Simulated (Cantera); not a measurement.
Mixture: 1.58 % C₃H₈, 19.8 % O₂, 74.4 % N₂, 4.27 % CO₂, equivalence ratio 0.40, at 10.0 bar, adiabatic and at constant volume. Ignition delay is the time to a rise of 400 K.

Detailed kinetics in Cantera: GRI-Mech 3.0 (53 species, 325 reactions). GRI-Mech 3.0 was tuned for natural gas; its chemistry of propane as a main component is partial and can be far from experiment.

Q: Predict: delay at 1023 K; delay at 1223 K; delay at 1423 K; delay at 1623 K; apparent activation energy between 1523 and 1723 K.

A: 
```
Quantity                                                Result
--------------------------------------------------  ----------
delay at 1023 K                                        37.5 ms
delay at 1223 K                                       0.960 ms
delay at 1423 K                                        46.7 µs
delay at 1623 K                                        6.38 µs
apparent activation energy between 1523 and 1723 K  170 kJ/mol
```
